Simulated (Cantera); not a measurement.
Input: 1 mol c-C₄F₈, 0.82 mol H₂, at 0.00133 bar.

Cantera equilibrium calculation (NASA polynomials, part measured and part estimated; ideal gas, pure solids and liquids). Candidate condensed phases: C, C₆H₆, C₇H₈, C₈H₁₈; 95 gas species. The feed counts by its element totals alone. Equilibrium is a limit: real reactors are often held back by kinetics, nucleation or transport.

log p: log10 of the partial pressure in bar; n: condensed amount in mol.

```json
[
 {"T (°C)": "2350", "log p F": "-3.02", "log p HF": "-3.55", "log p C₃": "-5.51", "log p CF": "-4.35", "log p CF₂": "-4.34", "log p C": "-6.08", "log p H": "-5.83", "log p C₂": "-6.54", "n C(graphite)": "3.41"},
 {"T (°C)": "2400", "log p F": "-3.02", "log p HF": "-3.56", "log p C₃": "-5.21", "log p CF": "-4.29", "log p CF₂": "-4.47", "log p C": "-5.81", "log p H": "-5.62", "log p C₂": "-6.23", "n C(graphite)": "3.37"},
 {"T (°C)": "2450", "log p F": "-3.02", "log p HF": "-3.57", "log p C₃": "-4.92", "log p CF": "-4.23", "log p CF₂": "-4.60", "log p C": "-5.56", "log p H": "-5.41", "log p C₂": "-5.94", "n C(graphite)": "3.25"},
 {"T (°C)": "2500", "log p F": "-3.02", "log p HF": "-3.58", "log p C₃": "-4.65", "log p CF": "-4.18", "log p CF₂": "-4.74", "log p C": "-5.31", "log p H": "-5.22", "log p C₂": "-5.66", "n C(graphite)": "3.01"},
 {"T (°C)": "2550", "log p F": "-3.03", "log p HF": "-3.60", "log p C₃": "-4.38", "log p CF": "-4.14", "log p CF₂": "-4.88", "log p C": "-5.07", "log p H": "-5.03", "log p C₂": "-5.39", "n C(graphite)": "…"},
 {"T (°C)": "2600", "log p F": "-3.05", "log p HF": "-3.62", "log p C₃": "-4.12", "log p CF": "-4.11", "log p CF₂": "-5.03", "log p C": "-4.84", "log p H": "-4.85", "log p C₂": "-5.12", "n C(graphite)": "…"},
 {"T (°C)": "2650", "log p F": "-3.08", "log p HF": "-3.67", "log p C₃": "-3.87", "log p CF": "-4.09", "log p CF₂": "-5.20", "log p C": "-4.62", "log p H": "-4.68", "log p C₂": "-4.87", "n C(graphite)": "…"},
 {"T (°C)": "2700", "log p F": "-3.08", "log p HF": "-3.70", "log p C₃": "-3.87", "log p CF": "-4.12", "log p CF₂": "-5.39", "log p C": "-4.49", "log p H": "-4.53", "log p C₂": "-4.79", "n C(graphite)": "0"},
 {"T (°C)": "2750", "log p F": "-3.08", "log p HF": "-3.73", "log p C₃": "-3.89", "log p CF": "-4.15", "log p CF₂": "-5.58", "log p C": "-4.36", "log p H": "-4.39", "log p C₂": "-4.72", "n C(graphite)": "0"}
]
```

Problem. Some entries are withheld; supply them.

Solution. 
- 2550, n C(graphite): 2.56
- 2600, n C(graphite): 1.72
- 2650, n C(graphite): 0.132
